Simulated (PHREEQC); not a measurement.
1 kg of water holding 0.31 mol MgCl2, 0.029 mol MgSO4, 0.16 mol NaCl and 0.57 mol LiCl is evaporated at 25 °C; the solids stay in contact with the brine. The system is closed to CO2. Solids allowed: Bischofite, Bloedite, Brucite, Epsomite, Halite, Hexahydrite, Kieserite, Mirabilite, Thenardite, MgCl2_4H2O. Others were left out.

The numbers come from PHREEQC with the Pitzer model, pitzer.dat.

Q: Predict water activity at water left (kg) = 1, 0.5552, 0.4563, 0.3082.

A: 
```tsv
water left (kg)	water activity
1	0.956
0.5552	0.911
0.4563	0.886
0.3082	0.806
```

Species that the database lacks are ignored.
